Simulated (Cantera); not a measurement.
A diamond (100) surface in a fixed gas of H2 with x(CH4) = 0.0074, x(H) = 0.00078, x(CH3) = 7.5e-05, 0.0400 bar; coverages are run to steady state.

Model: the Harris–Goodwin 1993 mechanism for the reconstructed diamond (100) surface, integrated in Cantera.

θ: site fractions in the mechanism's names (c6HH fully hydrogenated, c6H* and c6*H radical sites, c6** diradical, c6HM methylated).

```json
[
 {"T (K)": "950", "growth (µm/h)": "1.04", "θ c6HH": "0.601", "θ c6H*": "0.0130", "θ c6*H": "0.310", "θ c6**": "0.00572", "θ c6HM": "0.0541"},
 {"T (K)": "1000", "growth (µm/h)": "1.11", "θ c6HH": "0.572", "θ c6H*": "0.0172", "θ c6*H": "0.352", "θ c6**": "0.00823", "θ c6HM": "0.0366"},
 {"T (K)": "1050", "growth (µm/h)": "0.921", "θ c6HH": "0.546", "θ c6H*": "0.0219", "θ c6*H": "0.393", "θ c6**": "0.0112", "θ c6HM": "0.0196"},
 {"T (K)": "1100", "growth (µm/h)": "0.595", "θ c6HH": "0.519", "θ c6H*": "0.0269", "θ c6*H": "0.427", "θ c6**": "0.0145", "θ c6HM": "0.00802"},
 {"T (K)": "1150", "growth (µm/h)": "___", "θ c6HH": "0.493", "θ c6H*": "___", "θ c6*H": "0.452", "θ c6**": "___", "θ c6HM": "___"},
 {"T (K)": "1200", "growth (µm/h)": "0.268", "θ c6HH": "0.470", "θ c6H*": "0.0367", "θ c6*H": "0.470", "θ c6**": "0.0207", "θ c6HM": "0.000945"},
 {"T (K)": "1250", "growth (µm/h)": "___", "θ c6HH": "0.452", "θ c6H*": "___", "θ c6*H": "0.482", "θ c6**": "___", "θ c6HM": "___"},
 {"T (K)": "1300", "growth (µm/h)": "0.220", "θ c6HH": "0.439", "θ c6H*": "0.0458", "θ c6*H": "0.489", "θ c6**": "0.0254", "θ c6HM": "0.000111"},
 {"T (K)": "1350", "growth (µm/h)": "0.173", "θ c6HH": "0.431", "θ c6H*": "0.0499", "θ c6*H": "0.492", "θ c6**": "0.0270", "θ c6HM": "3.89e-5"},
 {"T (K)": "1400", "growth (µm/h)": "0.104", "θ c6HH": "0.427", "θ c6H*": "0.0536", "θ c6*H": "0.491", "θ c6**": "0.0280", "θ c6HM": "1.42e-5"}
]
```

Task: Fill in the missing entries.

Result: 
- 1150, growth (µm/h): 0.367
- 1150, θ c6H*: 0.0319
- 1150, θ c6**: 0.0177
- 1150, θ c6HM: 0.00281
- 1250, growth (µm/h): 0.238
- 1250, θ c6H*: 0.0414
- 1250, θ c6**: 0.0233
- 1250, θ c6HM: 0.000321
